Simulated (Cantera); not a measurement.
A closed system holds: 1 mol Ti, 0.96 mol CO, 4.1 mol H2, held at 0.100 bar.

Method: chemical equilibrium by Gibbs-energy minimisation in Cantera with the NASA 1993 tables (ideal gas, pure condensed phases). Candidate condensed phases: C, C6H6, C7H8, C8H18, H2O, Ti, TiC, TiO, TiO2, Ti2O3, Ti3O5, Ti4O7; 113 gas species. Mutual solubility and eutectic melting of coexisting phases are not modelled. TiC, TiO: taken at fixed stoichiometry. Condensed phases not in the tables: solid solutions among these carbides, nitrides and lower oxides. Equilibrium is a limit: real reactors are often held back by kinetics, nucleation or transport.

log p: log10 of the partial pressure in bar; n: condensed amount in mol.

```
T (°C)  log p H2  log p CO  log p H  log p H2O  log p CH4  log p TiO  log p CO2  n TiC(s)  n Ti2O3(s)  n TiO(s)  n TiO(l)
------  --------  --------  -------  ---------  ---------  ---------  ---------  --------  ----------  --------  --------
1200       -1.04     -2.09    -5.42      -5.00      -5.41     -12.03      -6.45     0.600       0.200         0         0
1250       -1.04     -2.09        …      -4.98          …          …      -6.46     0.600       0.200         0         0
1300       -1.04     -2.09    -4.91      -4.96      -5.97     -10.57      -6.48     0.600       0.200         0         0
1350       -1.04     -2.09    -4.68      -4.94      -6.21      -9.91      -6.49     0.600       0.200         0         0
1400       -1.04     -2.09    -4.46      -4.92      -6.45      -9.28      -6.50     0.600       0.200         0         0
1450       -1.04     -2.09        …      -4.91          …          …      -6.51     0.600       0.200         0         0
1500       -1.04     -2.09    -4.06      -4.89      -6.87      -8.15      -6.52     0.600       0.200         0         0
1550       -1.04     -2.09    -3.88      -4.88      -7.07      -7.63      -6.53     0.600       0.200         0         0
1600       -1.04     -2.09    -3.71      -4.86      -7.25      -7.14      -6.53     0.600       0.200         0         0
1650       -1.05     -2.00    -3.55      -4.84      -7.37      -6.73      -6.42     0.500           0     0.500         0
1700       -1.05     -2.00    -3.39      -4.86      -7.51      -6.35      -6.46     0.500           0     0.500         0
1750       -1.05     -2.00    -3.25      -4.88      -7.64      -5.99      -6.49     0.500           0         0     0.500
```

**Question.** Complete the blanks.

**Answer.** 
- 1450, log p H: -4.26
- 1450, log p CH4: -6.67
- 1450, log p TiO: -8.70
- 1250, log p H: -5.15
- 1250, log p CH4: -5.70
- 1250, log p TiO: -11.27
